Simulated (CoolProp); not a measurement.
Saturated liquid density (kg/m³) of R1234ze(Z): the reference equation beside estimates from Tc = 423.3 K, pc = 3.531 MPa, ω = 0.327. Rackett uses Z = 0.29056 − 0.08775 ω.

Computed with CoolProp (reference Helmholtz-energy equation of state, Akasaka 2019).

```
T (K)  reference  Rackett  van der Waals  Redlich-Kwong  Soave-Redlich-Kwong  Peng-Robinson
-----  ---------  -------  -------------  -------------  -------------------  -------------
283         1264     1161          670.4          977.4                 1026            ___
292.3        ___     1139          658.4            ___                 1006           1138
301.7       1215     1116          645.7          933.7                984.8           1115
311         1189      ___          632.6          910.3                962.4           1090
320.3       1163     1069          618.8          885.7                938.5           1064
329.6       1135     1044          604.4          859.8                912.9           1036
339         1105     1017          589.0          832.1                885.2           1005
348.3       1074      ___            ___          802.9                855.5          971.1
```

Problem. Fill in the missing entries.

Solution. 
- 283, Peng-Robinson: 1160
- 292.3, reference: 1240
- 292.3, Redlich-Kwong: 956.2
- 311, Rackett: 1093
- 348.3, Rackett: 989.1
- 348.3, van der Waals: 572.8

Absolute difference from the reference over all 8 rows, mean and median: Rackett 8.1 and 8.1 %, van der Waals 46.8 and 46.8 %, Redlich-Kwong 23.8 and 23.6 %, Soave-Redlich-Kwong 19.4 and 19.2 %, Peng-Robinson 8.6 and 8.4 %.
